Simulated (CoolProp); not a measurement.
The fluid at 238.14 K and 3.48 MPa expands adiabatically to 1.54 MPa with isentropic efficiency 1. The same conditions are run with several fluids, on thermodynamics alone (safety and materials aside).

The numbers come from the reference Helmholtz-energy equation of state of each fluid (fluorine: de Reuck 1990; methane: Setzmann 1991; carbon monoxide: Lemmon 2006; CF4 (R14): Platzer 1990; oxygen: Schmidt 1985) in CoolProp. The equations of Platzer and Polt are older, rougher fits.

Question: Rank fluorine, methane, carbon monoxide, CF4 (R14), oxygen by work (kJ/kg), highest first.

Answer: methane (78.7), carbon monoxide (48.8), oxygen (42.2), fluorine (36.3), CF4 (R14) (11.5)

```
fluid            final temperature (K)                       final phase  final density (kg/m³)
---------------  ---------------------  --------------------------------  ---------------------
fluorine                         188.7                               gas                   38.9
methane                          191.5                               gas                   17.6
carbon monoxide                  187.1                               gas                   29.2
CF4 (R14)                        199.8  two-phase, vapour fraction 0.986                    112
oxygen                           187.2                               gas                   33.6
```
